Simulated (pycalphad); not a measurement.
Computed with pycalphad from the COST 507 light-alloy database (1999), at 1 atm. The data set is of 1999 and partly superseded. Not assessed as a whole: an extrapolation from subsystems, which can miss ternary compounds. Phase fractions are per mole of atoms.

**Question.** Give the equilibrium state of Mg-0.49Cu-0.4Si-12.2Al (at.%) at 810 K.

**Answer.** liquid, fraction 0.598, with 0.82 Cu, 0.60 Si, 17.2 Al at.%; hcp, fraction 0.401, with <0.01 Cu, <0.01 Si, 4.8 Al at.%; MG2SI, fraction 0.001, with no Cu, 33.3 Si, no Al at.%.

**Question.** Give the equilibrium state of Mg-0.49Cu-0.4Si-12.2Al (at.%) at 410 K.

**Answer.** hcp, fraction 0.729, with <0.01 Cu, <0.01 Si, 1.5 Al at.%; ALMG_GAMMA, fraction 0.210, with no Cu, no Si, 41.4 Al at.%; TAU, fraction 0.049, with 10.1 Cu, no Si, 50.0 Al at.%; MG2SI, fraction 0.012, with no Cu, 33.3 Si, no Al at.%.

Database names, with the compositions (at.%) that they take in these runs: MG2SI: Mg 67 Si 33; ALMG_GAMMA: Mg 59 Al 40; TAU: Al 48-50 Mg 40-42 Cu 9. An entry "none" or "no" means that the model of the phase leaves that element out.
